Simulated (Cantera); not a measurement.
# Pb + CO + N2 (iron carbonyl, mercury and lead vapours)

Input: 1 mol Pb, 0.18 mol CO, 0.51 mol N2, equilibrated at 4.10 bar.

Cantera equilibrium calculation (NASA polynomials, part measured and part estimated; ideal gas, pure solids and liquids). Candidate condensed phases: C, Pb, PbO, PbO2, Pb3O4; 27 gas species. Rates play no part.

| T (°C) | x N2 | x CO | x CO2 | x Pb | x Pb2 | n C(graphite) | n Pb(l) |
|---|---|---|---|---|---|---|---|
| 527 | 0.842 | 0.0186 | 0.139 | 1.50e-8 | <1e-12 | 0.0844 | 1.00 |
| 577 | 0.834 | 0.0381 | 0.128 | 7.76e-8 | <1e-12 | 0.0784 | 1.00 |
| 627 | 0.821 | 0.0694 | 0.110 | 3.34e-7 | <1e-12 | 0.0684 | 1.00 |
| 677 | 0.802 | 0.112 | 0.0857 | 1.23e-6 | 1.76e-12 | 0.0545 | 1.000 |
| 727 | 0.782 | 0.159 | 0.0587 | 3.95e-6 | 1.24e-11 | 0.0382 | 1.000 |
| 777 | 0.765 | 0.200 | 0.0350 | 1.13e-5 | 7.27e-11 | 0.0234 | 1.000 |
| 827 | 0.753 | 0.228 | 0.0188 | 2.96e-5 | 3.60e-10 | 0.0128 | 1.000 |
| 877 | 0.746 | 0.244 | 0.00964 | 7.07e-5 | 1.54e-9 | 0.00659 | 1.000 |
| 927 | 0.743 | 0.252 | 0.00493 | 0.000157 | 5.85e-9 | 0.00339 | 1.000 |
x: gas mole fraction; n: condensed amount in mol.

From 527 °C to 927 °C the condensed part is C(graphite) + Pb(l). The main Pb-bearing gas is Pb throughout.
